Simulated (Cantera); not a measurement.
Cantera run, input and output.

```python
import numpy as np
import cantera as ct

gas = ct.Solution("h2o2.yaml")
gas.TPX = 325, 100000, {'H2': 1, 'O2': 0.167, 'N2': 0.627, 'H2O': 0.12}
flame = ct.FreeFlame(gas, width=0.04)
flame.set_refine_criteria(ratio=3, slope=0.08, curve=0.16)
flame.transport_model = "mixture-averaged"
flame.solve(loglevel=0, auto=True)
z, T = flame.grid, flame.T
thick = (T[-1] - T[0]) / np.gradient(T, z).max()
show = ['H2', 'O2', 'H2O', 'HO2', 'O', 'H']
print(f"laminar burning velocity  {flame.velocity[0] * 100:.3f} cm/s")
print(f"burnt temperature         {T[-1]:.1f} K")
print(f"thermal thickness         {thick * 1e3:.4f} mm")
print(f"grid points               {len(z)}")
z0 = z[flame.heat_release_rate.argmax()]
print(f"{'z/mm':>9s}{'T/K':>9s}{'u/(m/s)':>9s}" + "".join(f"{s:>11s}" for s in show))
rows = []
for k in (-3, -2, -1.5, -1, -0.5, -0.25, 0, 0.25, 0.5, 1, 2, 4, 8):
    zz = z0 + k * thick
    rows.append([k * thick, np.interp(zz, z, T), np.interp(zz, z, flame.velocity),
                 *(np.interp(zz, z, flame.X[gas.species_index(s)]) for s in show)])
    print(f"{rows[-1][0] * 1e3:9.3f}{rows[-1][1]:9.1f}{rows[-1][2]:9.3f}" + "".join(f"{x:11.3e}" for x in rows[-1][3:]))
```

Output:

```
laminar burning velocity  210.634 cm/s
burnt temperature         1677.1 K
thermal thickness         0.3678 mm
grid points               115
     z/mm      T/K  u/(m/s)         H2         O2        H2O        HO2          O          H
   -1.103    325.0    2.106  5.225e-01  8.725e-02  6.270e-02  2.108e-11  2.865e-12  5.042e-16
   -0.736    325.0    2.106  5.224e-01  8.726e-02  6.270e-02  1.587e-09  1.161e-10  2.088e-14
   -0.552    325.3    2.108  5.223e-01  8.728e-02  6.272e-02  3.866e-08  1.580e-09  4.367e-13
   -0.368    327.5    2.119  5.216e-01  8.742e-02  6.285e-02  9.318e-07  2.147e-08  5.063e-11
   -0.184    391.0    2.486  5.108e-01  8.845e-02  6.624e-02  1.820e-04  2.280e-06  6.658e-06
   -0.092    642.8    3.973  4.833e-01  8.176e-02  8.923e-02  3.192e-04  6.862e-05  1.458e-03
    0.000    963.0    5.832  4.426e-01  6.279e-02  1.342e-01  1.201e-04  3.126e-04  9.810e-03
    0.092   1193.9    7.184  4.008e-01  3.654e-02  1.864e-01  5.281e-05  6.447e-04  2.294e-02
    0.184   1326.0    7.977  3.728e-01  1.577e-02  2.255e-01  2.072e-05  5.084e-04  3.218e-02
    0.368   1433.8    8.612  3.579e-01  2.114e-03  2.516e-01  2.559e-06  1.241e-04  3.423e-02
    0.736   1508.3    9.021  3.607e-01  9.511e-05  2.566e-01  1.099e-07  3.881e-05  2.698e-02
    1.471   1572.1    9.360  3.665e-01  6.807e-06  2.580e-01  1.065e-08  1.955e-05  1.834e-02
    2.942   1619.8    9.610  3.713e-01  2.728e-06  2.591e-01  4.866e-09  8.349e-06  1.139e-02
```

Model: the H2/O2 subset of GRI-Mech 3.0, which has no nitrogen chemistry, integrated in Cantera. Burning velocities carry a grid error of a few per cent, more on coarse grids.
